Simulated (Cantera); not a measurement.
# Ti + CH4 + H2 + H2O (titanium nitride, carbide and oxide coatings)

Charge: 1 mol Ti, a varied amount of CH4, 33 mol H2, 1 mol H2O, at 1773.15 K and 13.3 mbar.

Method: chemical equilibrium by Gibbs-energy minimisation in Cantera with the NASA 1993 tables (ideal gas, pure condensed phases). Candidate condensed phases: C, C6H6, C7H8, C8H18, H2O, Ti, TiC, TiO, TiO2, Ti2O3, Ti3O5, Ti4O7; 113 gas species. Mutual solubility and eutectic melting of coexisting phases are not modelled. TiC, TiO: taken at fixed stoichiometry. Condensed phases not in the tables: solid solutions among these carbides, nitrides and lower oxides. The numbers say what is thermodynamically allowed, not how fast it happens.

From 0.91 mol CH4 to 1.9 mol CH4 the condensed part is TiC(s) + TiO(s). From 2.8 mol CH4 to 9.6 mol CH4 the condensed part is C(graphite) + TiC(s).

```json
[
 {"n(CH4) (mol)": "0.91", "x H2": "0.985", "x CO": "0.0125", "x H": "0.00245", "x C2H2 (acetylene)": "7.34e-10", "x H2O": "2.33e-5", "x CH4": "2.51e-8", "x TiO": "7.32e-7", "n TiC(s)": "0.455", "n TiO(s)": "0.545", "n C(graphite)": "0"},
 {"n(CH4) (mol)": "1.9", "x H2": "0.973", "x CO": "0.0245", "x H": "0.00243", "x C2H2 (acetylene)": "1.42e-9", "x H2O": "3.22e-5", "x CH4": "3.43e-8", "x TiO": "7.32e-7", "n TiC(s)": "0.951", "n TiO(s)": "0.0493", "n C(graphite)": "0"},
 {"n(CH4) (mol)": "2.8", "x H2": "0.973", "x CO": "0.0246", "x H": "0.00243", "x C2H2 (acetylene)": "0.000136", "x H2O": "1.04e-7", "x CH4": "1.06e-5", "x TiO": "7.65e-12", "n TiC(s)": "1.00", "n TiO(s)": "0", "n C(graphite)": "0.788"},
 {"n(CH4) (mol)": "3.8", "x H2": "0.974", "x CO": "0.0234", "x H": "0.00243", "x C2H2 (acetylene)": "0.000137", "x H2O": "9.94e-8", "x CH4": "1.07e-5", "x TiO": "7.29e-12", "n TiC(s)": "1.00", "n TiO(s)": "0", "n C(graphite)": "1.79"},
 {"n(CH4) (mol)": "4.8", "x H2": "0.975", "x CO": "0.0224", "x H": "0.00244", "x C2H2 (acetylene)": "0.000137", "x H2O": "9.50e-8", "x CH4": "1.07e-5", "x TiO": "6.96e-12", "n TiC(s)": "1.00", "n TiO(s)": "0", "n C(graphite)": "2.79"},
 {"n(CH4) (mol)": "5.7", "x H2": "0.976", "x CO": "0.0215", "x H": "0.00244", "x C2H2 (acetylene)": "0.000137", "x H2O": "9.14e-8", "x CH4": "1.07e-5", "x TiO": "6.69e-12", "n TiC(s)": "1.00", "n TiO(s)": "0", "n C(graphite)": "3.69"},
 {"n(CH4) (mol)": "6.7", "x H2": "0.977", "x CO": "0.0206", "x H": "0.00244", "x C2H2 (acetylene)": "0.000137", "x H2O": "8.77e-8", "x CH4": "1.07e-5", "x TiO": "6.42e-12", "n TiC(s)": "1.00", "n TiO(s)": "0", "n C(graphite)": "4.69"},
 {"n(CH4) (mol)": "7.7", "x H2": "0.978", "x CO": "0.0198", "x H": "0.00244", "x C2H2 (acetylene)": "0.000137", "x H2O": "8.43e-8", "x CH4": "1.07e-5", "x TiO": "6.16e-12", "n TiC(s)": "1.00", "n TiO(s)": "0", "n C(graphite)": "5.69"},
 {"n(CH4) (mol)": "8.6", "x H2": "0.978", "x CO": "0.0191", "x H": "0.00244", "x C2H2 (acetylene)": "0.000137", "x H2O": "8.15e-8", "x CH4": "1.07e-5", "x TiO": "5.95e-12", "n TiC(s)": "1.00", "n TiO(s)": "0", "n C(graphite)": "6.59"},
 {"n(CH4) (mol)": "9.6", "x H2": "0.979", "x CO": "0.0184", "x H": "0.00244", "x C2H2 (acetylene)": "0.000137", "x H2O": "7.85e-8", "x CH4": "1.08e-5", "x TiO": "5.73e-12", "n TiC(s)": "1.00", "n TiO(s)": "0", "n C(graphite)": "7.58"}
]
```
x: gas mole fraction; n: condensed amount in mol.
